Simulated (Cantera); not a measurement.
What does this Cantera script print?

```python
import numpy as np
import cantera as ct

gas_names = """
    C CH CH2 CH3 CH2OH CH3O CH4 CH3OH CO CO2 COOH C2 C2H CHCO,ketyl C2H2,acetylene C2H2,vinylidene
    CH2CO,ketene C2H3,vinyl CH3CO,acetyl C2H4 C2H4O,ethylen CH3CHO,ethanal CH3COOH (HCOOH)2 C2H5 C2H6
    CH3OCH3 C2H5OH C2O C3 C3H3,propargyl C3H4,allene C3H4,propyne C3H4,cyclo- C3H5,allyl C3H6,propylene
    C3H6,cyclo- C3H6O C3H7,n-propyl C3H7,i-propyl C3H8 C3H8O,1propanol C3H8O,2propanol C3O2 C4 C4H2
    C4H4,1,3-cyclo- C4H6,butadiene C4H6,2-butyne C4H6,cyclo- C4H8,1-butene C4H8,cis2-buten
    C4H8,tr2-butene C4H8,isobutene C4H8,cyclo- (CH3COOH)2 C4H9,n-butyl C4H9,i-butyl C4H9,s-butyl
    C4H9,t-butyl C4H10,isobutane C4H10,n-butane C5 C5H6,1,3cyclo- C5H8,cyclo- C5H10,1-pentene
    C5H10,cyclo- C5H11,pentyl C5H11,t-pentyl C5H12,n-pentane C5H12,i-pentane CH3C(CH3)2CH3 C6H2
    C6H5,phenyl C6H5O,phenoxy C6H6 C6H5OH,phenol C6H10,cyclo- C6H12,1-hexene C6H12,cyclo- C6H13,n-hexyl
    C7H7,benzyl C7H8 C7H8O,cresol C7H14,1-heptene C7H15,n-heptyl C7H16,n-heptane C8H8,styrene
    C8H10,ethylbenz C8H16,1-octene C8H17,n-octyl C8H18,isooctane C8H18,n-octane C9H19,n-nonyl
    C10H8,naphthale C10H21,n-decyl C12H9,o-bipheny C12H10,bipheny H HCO HO2 H2 HCHO,formaldehy HCOOH H2O
    H2O2 O OH O2 O3 Pb PbO Pb2
""".split()
cond_names = """
    C(gr) C6H6(L) C7H8(L) C8H18(L),n-octa H2O(s) H2O(L) Pb(cr) Pb(L) PbO(rd) PbO(yw) PbO(L) PbO2(s)
    Pb3O4(s)
""".split()


def load(file, names, dense=False):
    # The tables refer to 1 bar. Condensed volumes are neglected.
    table = {s.name: s for s in ct.Species.list_from_file(file)}
    out = []
    for n in names:
        d = dict(table[n].input_data)
        d["thermo"] = dict(d["thermo"], **{"reference-pressure": 1e5})
        if dense:
            d["equation-of-state"] = {"model": "constant-volume", "density": "1e6 g/cm^3"}
        out.append(ct.Species.from_dict(d))
    return out


gas = ct.Solution(thermo="ideal-gas", species=load("nasa_gas.yaml", gas_names))
cond = {s.name: ct.Solution(thermo="fixed-stoichiometry", species=[s], name=s.name)
        for s in load("nasa_condensed.yaml", cond_names, dense=True)}
atoms = {
    'PbO': {'Pb': 1, 'O': 1},
    'CH4': {'C': 1, 'H': 4},
    'CO': {'C': 1, 'O': 1},
}
top_T = {'C(gr)': 4500, 'Pb3O4(s)': 820}  # K; cautious upper limits of use, not melting points


def equilibrate(T, P, feed):
    n = {}
    for name, mol in feed.items():
        for a, k in atoms[name].items():
            n[a] = n.get(a, 0.0) + k * mol
    gas.TPX = T, P, n
    mass = sum(n.values()) * gas.mean_molecular_weight
    gas.equilibrate("TP")
    valid = [c for c in cond.values() if c.min_temp <= T <= top_T.get(c.name, c.max_temp)]
    mix = ct.Mixture([(gas, mass / gas.mean_molecular_weight)] + [(c, 0.0) for c in valid])
    mix.T, mix.P = T, P
    mix.equilibrate("TP", solver="vcs", rtol=1e-11, max_steps=5000)
    return mix


results = []
feed = {'PbO': 1, 'CH4': 1.6, 'CO': 0.3}  # mol
for P in [10, 36, 130, 460, 1700, 6000, 22000, 77000, 280000, 1000000]:
    for T in [1025, 1100, 1175, 1250, 1325, 1400, 1475, 1550, 1625]:
        mix = equilibrate(T, P, feed)
        results.append((T, P, feed, dict(zip(mix.species_names, mix.species_moles))))

for T, P, feed, n in results:
    print(f"{T:7g} {P:10.4g}  " + (" + ".join(c for c in cond_names if n.get(c, 0) > 1e-12) or "gas only"))
```

Output:

```
   1025         10  C(gr)
   1100         10  C(gr)
   1175         10  C(gr)
   1250         10  C(gr)
   1325         10  C(gr)
   1400         10  C(gr)
   1475         10  C(gr)
   1550         10  C(gr)
   1625         10  C(gr)
   1025         36  C(gr) + Pb(L)
   1100         36  C(gr)
   1175         36  C(gr)
   1250         36  C(gr)
   1325         36  C(gr)
   1400         36  C(gr)
   1475         36  C(gr)
   1550         36  C(gr)
   1625         36  C(gr)
   1025        130  C(gr) + Pb(L)
   1100        130  C(gr) + Pb(L)
   1175        130  C(gr)
   1250        130  C(gr)
   1325        130  C(gr)
   1400        130  C(gr)
   1475        130  C(gr)
   1550        130  C(gr)
   1625        130  C(gr)
   1025        460  C(gr) + Pb(L)
   1100        460  C(gr) + Pb(L)
   1175        460  C(gr) + Pb(L)
   1250        460  C(gr)
   1325        460  C(gr)
   1400        460  C(gr)
   1475        460  C(gr)
   1550        460  C(gr)
   1625        460  C(gr)
   1025       1700  C(gr) + Pb(L)
   1100       1700  C(gr) + Pb(L)
   1175       1700  C(gr) + Pb(L)
   1250       1700  C(gr) + Pb(L)
   1325       1700  C(gr)
   1400       1700  C(gr)
   1475       1700  C(gr)
   1550       1700  C(gr)
   1625       1700  C(gr)
   1025       6000  C(gr) + Pb(L)
   1100       6000  C(gr) + Pb(L)
   1175       6000  C(gr) + Pb(L)
   1250       6000  C(gr) + Pb(L)
   1325       6000  C(gr) + Pb(L)
   1400       6000  C(gr) + Pb(L)
   1475       6000  C(gr)
   1550       6000  C(gr)
   1625       6000  C(gr)
   1025    2.2e+04  C(gr) + Pb(L)
   1100    2.2e+04  C(gr) + Pb(L)
   1175    2.2e+04  C(gr) + Pb(L)
   1250    2.2e+04  C(gr) + Pb(L)
   1325    2.2e+04  C(gr) + Pb(L)
   1400    2.2e+04  C(gr) + Pb(L)
   1475    2.2e+04  C(gr) + Pb(L)
   1550    2.2e+04  C(gr) + Pb(L)
   1625    2.2e+04  C(gr)
   1025    7.7e+04  C(gr) + Pb(L)
   1100    7.7e+04  C(gr) + Pb(L)
   1175    7.7e+04  C(gr) + Pb(L)
   1250    7.7e+04  C(gr) + Pb(L)
   1325    7.7e+04  C(gr) + Pb(L)
   1400    7.7e+04  C(gr) + Pb(L)
   1475    7.7e+04  C(gr) + Pb(L)
   1550    7.7e+04  C(gr) + Pb(L)
   1625    7.7e+04  C(gr) + Pb(L)
   1025    2.8e+05  C(gr) + Pb(L)
   1100    2.8e+05  C(gr) + Pb(L)
   1175    2.8e+05  C(gr) + Pb(L)
   1250    2.8e+05  C(gr) + Pb(L)
   1325    2.8e+05  C(gr) + Pb(L)
   1400    2.8e+05  C(gr) + Pb(L)
   1475    2.8e+05  C(gr) + Pb(L)
   1550    2.8e+05  C(gr) + Pb(L)
   1625    2.8e+05  C(gr) + Pb(L)
   1025      1e+06  C(gr) + Pb(L)
   1100      1e+06  C(gr) + Pb(L)
   1175      1e+06  C(gr) + Pb(L)
   1250      1e+06  C(gr) + Pb(L)
   1325      1e+06  C(gr) + Pb(L)
   1400      1e+06  C(gr) + Pb(L)
   1475      1e+06  C(gr) + Pb(L)
   1550      1e+06  C(gr) + Pb(L)
   1625      1e+06  C(gr) + Pb(L)
```

Method: chemical equilibrium by Gibbs-energy minimisation in Cantera with the NASA 1993 tables (ideal gas, pure condensed phases).
